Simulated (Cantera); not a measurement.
Feed: 1 mol Si, 0.83 mol Cl2, held at 825 K and 79.0 mbar.

Equilibrium computed with Cantera from the NASA thermochemical tables; the gas is ideal and each condensed phase is pure. Candidate condensed phases: Si; 9 gas species. The tables' values for SiCl3 are old estimates; treat these amounts as uncertain. Rates play no part.

Base state: SiCl4 0.999, SiCl3 0.000746, SiCl2 4.91e-5 (mole fractions); condensed: Si(s).

Question: What changes in the equilibrium state with this change: 0.88 mol HF added?

Answer: 
```
species     before     after
----------  ------  --------
H2               0     0.383
SiCl4        0.999     0.351
SiF4             0     0.201
SiHCl3           0    0.0524
SiHF3            0   0.00833
HCl              0   0.00317
SiH2Cl2          0  0.000659
Si(s), mol   0.585     0.349
```
The tables' values for SiCl3, SiF3 are old estimates; treat these amounts as uncertain.

Question: What changes in the equilibrium state with this change: 0.0095 mol H2O added?

Answer: 
```json
[
 {"species": "SiCl4", "before": "0.999", "after": "0.966"},
 {"species": "SiHCl3", "before": "0", "after": "0.0199"},
 {"species": "H2", "before": "0", "after": "0.0121"},
 {"species": "HCl", "before": "0", "after": "0.000727"},
 {"species": "SiH2Cl2", "before": "0", "after": "3.47e-5"},
 {"species": "SiCl3", "before": "0.000746", "after": "0.000727"},
 {"species": "SiCl2", "before": "4.91e-5", "after": "4.83e-5"},
 {"species": "Si(s), mol", "before": "0.585", "after": "0.578"},
 {"species": "SiO2(α-quartz), mol", "before": "0", "after": "0.00475"}
]
```
Further candidate phases: H2O, SiO2.
